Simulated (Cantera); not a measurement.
A closed system holds: 1 mol SiC, 0.98 mol N2, 0.32 mol C, held at 2625 K.

These are equilibrium values from Cantera (NASA tables, ideal gas, pure condensed phases), not measurements of a reactor. Candidate condensed phases: C, Si, SiC, Si3N4; 20 gas species. The tables' values for SiN are old estimates; treat these amounts as uncertain. Kinetics and transport are ignored.

x: gas mole fraction; n: condensed amount in mol.

| P (Pa) | x N2 | x Si | x SiC2 | x C3 | x C | x Si2C | x CN | x C2 | n C(graphite) | n SiC(s) |
|---|---|---|---|---|---|---|---|---|---|---|
| 1 | 0.382 | 0.350 | 0.0590 | 0.0993 | 0.0581 | 4.41e-5 | 0.0368 | 0.0138 | [?] | 0 |
| 10 | 0.460 | 0.349 | 0.128 | 0.0316 | 0.00854 | 0.000647 | 0.0188 | 0.00298 | [?] | 0 |
| 100 | 0.492 | 0.359 | 0.131 | 0.00316 | 0.000854 | 0.00682 | 0.00614 | 0.000298 | 0.753 | 0 |
| 1000 | 0.519 | 0.309 | 0.113 | 0.000316 | 8.54e-5 | 0.0507 | 0.00200 | 2.98e-5 | 0.794 | 0 |
| 10000 | 0.940 | 0.0366 | 0.0134 | 3.16e-5 | 8.54e-6 | 0.00711 | 0.000849 | 2.98e-6 | [?] | 0.931 |
| 100000 | 0.993 | 0.00366 | 0.00134 | 3.16e-6 | 8.54e-7 | 0.000711 | 0.000276 | 2.98e-7 | 0.323 | 0.993 |
| 1000000 | 0.999 | 0.000366 | 0.000134 | 3.16e-7 | 8.54e-8 | 7.11e-5 | 8.75e-5 | 2.98e-8 | 0.320 | 0.999 |

**Question.** Complete the blanks.

**Answer.** 
- 1, n C(graphite): 0
- 10, n C(graphite): 0.516
- 10000, n C(graphite): 0.353
